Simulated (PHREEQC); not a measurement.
Ca(OH)2 is added in steps, without added water, to 1 kg of water holding 0.001 mol/kgw Ca(HCO3)2, 0.0062 mol/kgw Na2CO3 and 0.0025 mol/kgw KCl, at 25 °C. Oxygen alone is held at its pressure in air (log pO2 = -0.68). No CO2 enters from the air. The run lets Aragonite, Halite, Sylvite precipitate or redissolve, and no other solid.

Base run: PHREEQC, ion-association model, phreeqc.dat. Each further column changes one thing. The table gives Ca in solution (mol/kgw).

```json
[
 {"Ca(OH)2 added (mol)": "0", "base": "1.08e-5", "Debye-Hückel limiting law": "1.16e-5", "Davies equation for every ion": "1.09e-5", "all activity coefficients set to 1": "8.95e-6", "database pitzer.dat": "2.11e-6"},
 {"Ca(OH)2 added (mol)": "0.001331", "base": "1.06e-5", "Debye-Hückel limiting law": "1.14e-5", "Davies equation for every ion": "1.07e-5", "all activity coefficients set to 1": "8.86e-6", "database pitzer.dat": "1.99e-6"},
 {"Ca(OH)2 added (mol)": "0.002219", "base": "1.09e-5", "Debye-Hückel limiting law": "1.18e-5", "Davies equation for every ion": "1.10e-5", "all activity coefficients set to 1": "(withheld)", "database pitzer.dat": "(withheld)"},
 {"Ca(OH)2 added (mol)": "0.00355", "base": "1.20e-5", "Debye-Hückel limiting law": "1.31e-5", "Davies equation for every ion": "1.21e-5", "all activity coefficients set to 1": "9.48e-6", "database pitzer.dat": "(withheld)"},
 {"Ca(OH)2 added (mol)": "0.004881", "base": "1.44e-5", "Debye-Hückel limiting law": "1.59e-5", "Davies equation for every ion": "1.46e-5", "all activity coefficients set to 1": "1.06e-5", "database pitzer.dat": "(withheld)"},
 {"Ca(OH)2 added (mol)": "0.005769", "base": "1.84e-5", "Debye-Hückel limiting law": "2.08e-5", "Davies equation for every ion": "1.88e-5", "all activity coefficients set to 1": "1.24e-5", "database pitzer.dat": "(withheld)"},
 {"Ca(OH)2 added (mol)": "0.0071", "base": "9.21e-5", "Debye-Hückel limiting law": "0.000103", "Davies equation for every ion": "9.40e-5", "all activity coefficients set to 1": "(withheld)", "database pitzer.dat": "(withheld)"}
]
```

Problem. Some entries are withheld; supply them.

Solution. 
- 0.002219, all activity coefficients set to 1: 9.01e-6
- 0.002219, database pitzer.dat: 2.19e-6
- 0.00355, database pitzer.dat: 2.87e-6
- 0.004881, database pitzer.dat: 4.38e-6
- 0.005769, database pitzer.dat: 6.97e-6
- 0.0071, all activity coefficients set to 1: 5.47e-5
- 0.0071, database pitzer.dat: 6.12e-5

 pitzer.dat has no redox and few complexes: it carries them in its interaction parameters. Solids allowed in the column 'database pitzer.dat': Calcite, Gaylussite, Halite, Kalicinite, Nahcolite, Natron, Pirssonite, Portlandite, Sylvite, Trona.
